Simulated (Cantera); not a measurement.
An isothermal, constant-pressure homogeneous reactor starts with H2 : O2 = 3.8 : 1 (molar parts), at 900 K and 3.75 Torr.

Detailed kinetics in Cantera: GRI-Mech 3.0 (53 species, 325 reactions). Radical loss at walls, strong at low pressure, is not modelled. Below about 950 K walls govern HO2 and H2O2 in real vessels. The temperature is held fixed by assumption; the heat of reaction is taken as removed at once.

One state of this run: x H2 = 0.242; x O2 = 0.00404; x H2O2 = 1.87e-9; x HO2 = 9.98e-8; x H = 0.324. x: mole fraction; the columns are a selection and need not sum to one.

Q: Which value of t (s) does it belong to?
(A) 0.154
(B) 0.0592
(C) 0.000500
(D) 0.00337

A: B, 0.0592
